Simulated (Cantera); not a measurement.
Charge: 1 mol B2O3, 0.81 mol NF3, 1.3 mol H2, at 1873.15 K and 0.130 bar.

Equilibrium computed with Cantera from the NASA thermochemical tables; the gas is ideal and each condensed phase is pure. Candidate condensed phases: B, BN, B2O3, B3O3H3, H2O; 62 gas species. The tables' values for BF2 are old estimates; treat these amounts as uncertain. Rates play no part.

Problem. What is the equilibrium state?

Solution. x(BOF): 0.392
x(HF): 0.219
x(H2O): 0.149
x(HBO2): 0.104
x(N2): 0.104
x(H2): 0.0217
x(B2O3): 0.00613
x(BF3): 0.00361
x(H): 0.000264
gas amount: 3.907 mol
log10 activity of B(s) (absent): -7.45
log10 activity of B3O3H3(s) (absent): -18.46
